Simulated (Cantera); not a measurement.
**Si + HBr (silicon etching in halogen gases)**

Input: 1 mol Si, 11 mol HBr, equilibrated at 1.33 mbar.

These are equilibrium values from Cantera (NASA tables, ideal gas, pure condensed phases), not measurements of a reactor. Candidate condensed phases: Br2, Si; 19 gas species. The tables' values for SiBr3 are old estimates; treat these amounts as uncertain. The numbers say what is thermodynamically allowed, not how fast it happens.

From 673 K to 1223 K nothing is condensed. The main Si-bearing gas is SiBr4 throughout.

| T (K) | x HBr | x H2 | x SiBr4 | x SiBr2 | x Br |
|---|---|---|---|---|---|
| 673 | 0.700 | 0.200 | 0.1000 | 6.26e-12 | 2.40e-8 |
| 723 | 0.700 | 0.200 | 0.1000 | 2.08e-10 | 1.54e-7 |
| 773 | 0.700 | 0.200 | 0.1000 | 4.36e-9 | 7.82e-7 |
| 823 | 0.700 | 0.200 | 0.1000 | 6.26e-8 | 3.27e-6 |
| 873 | 0.700 | 0.200 | 0.1000 | 6.58e-7 | 1.16e-5 |
| 923 | 0.700 | 0.200 | 0.0999 | 5.33e-6 | 3.60e-5 |
| 973 | 0.700 | 0.200 | 0.0998 | 3.46e-5 | 9.94e-5 |
| 1023 | 0.700 | 0.200 | 0.0993 | 0.000185 | 0.000249 |
| 1073 | 0.701 | 0.199 | 0.0981 | 0.000833 | 0.000576 |
| 1123 | 0.704 | 0.195 | 0.0945 | 0.00313 | 0.00125 |
| 1173 | 0.711 | 0.187 | 0.0858 | 0.00943 | 0.00258 |
| 1223 | 0.725 | 0.173 | 0.0702 | 0.0218 | 0.00521 |
x: gas mole fraction; nothing condenses.
